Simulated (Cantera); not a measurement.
Input: 1 mol Al(CH3)3, 1.5 mol N2, held at 1700 °C and 3.98 Torr.

Equilibrium computed with Cantera from the NASA thermochemical tables; the gas is ideal and each condensed phase is pure. Candidate condensed phases: Al, AlN, C, C6H6, C7H8, C8H18; 97 gas species. The feed counts by its element totals alone. Kinetics and transport are ignored.

Base state: H2 0.711, N2 0.195, Al 0.0717, H 0.0156, HCN 0.00492, AlH 0.00131, C2H2 (acetylene) 0.000456, HNC 0.000266 (mole fractions); condensed: AlN(s) + C(graphite).

Question: What changes in the equilibrium state with this change: temperature from 1700 °C to 327 °C?

Answer: 
```tsv
species	before	after
H2	0.711	0.603
N2	0.195	0.215
CH4	1.22e-6	0.182
Al	0.0717	<1e-9
H	0.0156	<1e-9
HCN	0.00492	<1e-9
AlH	0.00131	<1e-9
AlN(s), mol	0.545	1.00
C(graphite), mol	2.96	2.15
```

Question: What changes in the equilibrium state with this change: temperature from 1700 °C to 1152 °C?

Answer: 
```csv
species,before,after
H2,0.711,0.818
N2,0.195,0.182
HCN,0.00492,0.000233
Al,0.0717,2.55e-8
H,0.0156,8.47e-5
AlH,0.00131,2.76e-9
C2H2 (acetylene),0.000456,2.88e-6
"AlN(s), mol",0.545,1.00
"C(graphite), mol",2.96,3.00
```
